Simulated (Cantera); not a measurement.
Input: 1 mol AlN, 0.073 mol Cl2, 2 mol O2, held at 3.10 bar.

These are equilibrium values from Cantera (NASA tables, ideal gas, pure condensed phases), not measurements of a reactor. Candidate condensed phases: Al, AlCl3, AlN, Al2O3; 24 gas species. The numbers say what is thermodynamically allowed, not how fast it happens.

Task: At 1198 K, list the 6 most abundant gas species with their mole fractions, and the condensed phases.

Result: O2 0.685, N2 0.274, Cl2 0.0398, Cl 0.000524, NO 0.000205, ClO 3.02e-5. Condensed: Al2O3(s).
